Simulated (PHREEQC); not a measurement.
Make-up at 25 °C: 0.044 mol/kgw ZnSO4, 0.03 mol/kgw CaCl2 and 0.0053 mol/kgw NaF. Closed to the air; pH follows from the charge balance.

Equilibrium calculation in PHREEQC: ion-association model, wateq4f.dat.

```
quantity                   before    after
-------------------------  ------  -------
pH                           5.71     5.83
ionic strength (mol/kgw)    0.176    0.115
Zn+2 (mol/kgw)             0.0275   0.0246
Ca+2 (mol/kgw)             0.0216  0.00387
SO4-2 (mol/kgw)            0.0193   0.0205
SI of Gypsum (CaSO4:2H2O)   +0.21    -0.39
SI of Zincite(c) (ZnO)      -1.76    -1.51
```

Task: Name the change that produced these shifts.
(A) diluted 10-fold with water
(B) NaF left out
(C) CaCl2 from 0.03 to 0.006 mol/kgw

Result: C, CaCl2 from 0.03 to 0.006 mol/kgw

Precipitation was switched off in this run. Some of these states are supersaturated (in Fluorite, Gypsum, for instance).
